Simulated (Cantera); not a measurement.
## Moist CO burnout

A perfectly stirred reactor is fed with CO : O₂ : H₂O : N₂ : CH₄ = 0.002 : 0.018 : 0.00031 : 1 : 0.0018 (molar parts), at 10.0 bar; it is held at 1273 K, and followed from long to short residence time.

Computed with Cantera and GRI-Mech 3.0 (53 species, 325 reactions).

```csv
τ (s),x CO,x O₂,x H₂O,x OH,x NO
3.1,3.77e-5,0.0131,0.00382,1.03e-6,7.53e-8
1.0,0.000102,0.0132,0.00381,1.15e-6,8.94e-8
0.33,0.000250,0.0133,0.00379,1.34e-6,8.66e-8
0.11,0.000540,0.0135,0.00375,1.66e-6,5.92e-8
0.036,0.00103,0.0138,0.00366,2.17e-6,2.68e-8
0.012,0.00166,0.0143,0.00346,2.82e-6,8.71e-9
0.0038,0.00228,0.0151,0.00296,3.36e-6,2.06e-9
0.0013,0.00241,0.0162,0.00187,2.83e-6,3.53e-10
```
x: mole fraction; the columns are a selection and need not sum to one.
